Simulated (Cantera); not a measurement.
Feed: 1 mol Fe, 0.0013 mol H2S, 48 mol CO, at 827 °C and 2.50 mbar.

Cantera equilibrium calculation (NASA polynomials, part measured and part estimated; ideal gas, pure solids and liquids). Candidate condensed phases: C, C6H6, C7H8, C8H18, Fe, Fe(CO)5, FeO, Fe(OH)2, Fe(OH)3, FeS, FeSO4, FeS2, Fe2O3, Fe2(SO4)3, Fe3O4, H2O, H2SO4, S; 127 gas species. Condensed phases not in the tables: cementite and carbon dissolved in iron. The numbers say what is thermodynamically allowed, not how fast it happens.

Base state: CO 1.000, CO2 0.000221, H2 2.71e-5, COS 2.54e-5 (mole fractions); condensed: C(graphite) + Fe(α).

Question: What changes in the equilibrium state with this change: 0.029 mol O2 added?

Answer: 
| species | before | after |
|---|---|---|
| CO | 1.000 | 0.999 |
| CO2 | 0.000221 | 0.00121 |
| H2 | 2.71e-5 | 2.70e-5 |
| COS | 2.54e-5 | 2.66e-5 |
| C(graphite), mol | 0.0105 | 0 |
| Fe(α), mol | 1.00 | 1.00 |
